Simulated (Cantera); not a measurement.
A closed system holds: 1 mol CH₃SiH₃, 2.5 mol CH₄, 7.5 mol H₂, equilibrated at 46.0 mbar.

Cantera equilibrium calculation (NASA polynomials, part measured and part estimated; ideal gas, pure solids and liquids). Candidate condensed phases: C, C₆H₆, C₇H₈, C₈H₁₈, Si, SiC; 87 gas species. The feed counts by its element totals alone. Gases not in the tables: Si₂H₆ and higher silanes. Rates play no part.

Question: At 1827 °C, list the 4 most abundant gas species with their mole fractions, and the condensed phases.

Answer: H₂ 0.984, H 0.0144, C₂H₂ (acetylene) 0.00142, Si 0.000226. Condensed: C(graphite) + SiC(s).
